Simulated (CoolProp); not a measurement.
Computed with CoolProp (reference Helmholtz-energy equation of state, Lemmon 2009).

**Question.** Give the vapour pressure (MPa), liquid cp (kJ/(kg K)), vapour Z, vapour viscosity (µPa s) of saturated propane at -12.85, -0.35 °C.

**Answer.** 
```
T (°C)  p (MPa)  liquid cp (kJ/(kg K))  vapour Z  vapour viscosity (µPa s)
------  -------  ---------------------  --------  ------------------------
-12.85    0.314                   2.40     0.917                      7.08
-0.35     0.469                   2.49     0.891                      7.44
```

Viscosity comes from a separate model (Vogel 1998).
